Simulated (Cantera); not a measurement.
Charge: 1 mol CH3F, held at 2100 K and 21.0 mbar.

Equilibrium computed with Cantera from the NASA thermochemical tables; the gas is ideal and each condensed phase is pure. Candidate condensed phases: C, C6H6, C7H8, C8H18; 95 gas species. Kinetics and transport are ignored.

Base state: HF 0.496, H2 0.488, H 0.0150, C2H2 (acetylene) 0.000705 (mole fractions); condensed: C(graphite).

Problem. What changes in the equilibrium state with this change: CH3F replaced by CF4?

Solution. 
```tsv
species	before	after
CF4	<1e-9	0.857
F	9.25e-6	0.0931
CF2	5.61e-9	0.0431
HF	0.496	0
H2	0.488	0
H	0.0150	0
CF3	<1e-9	0.00678
C2H2 (acetylene)	0.000705	0
CF	6.86e-8	5.23e-5
C(graphite), mol	0.997	0
```
Gases not in the tables: C2F6 and larger saturated fluorocarbons.
